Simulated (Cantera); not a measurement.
An adiabatic, constant-volume homogeneous reactor starts with 9.82 % CH4, 0.825 % C2H6, 18.8 % O2, 70.6 % N2, at 1550 K and 0.987 atm.

Cantera simulation using GRI-Mech 3.0 (53 species, 325 reactions); the numbers are that mechanism's predictions, not measurements.

One state of this run: T (K) = 2950; P (bar) = 2.07; x CH4 = <1e-12; x C2H6 = <1e-12; x O2 = 0.0101; x HCO = 2.13e-7; x H = 0.0184; x CO = 0.0693. x: mole fraction; the columns are a selection and need not sum to one.

Task: Which value of t (s) does it belong to?
A. 0.0121
B. 1.78e-5
C. 4.51e-5
D. 7.00e-6

Result: A, 0.0121
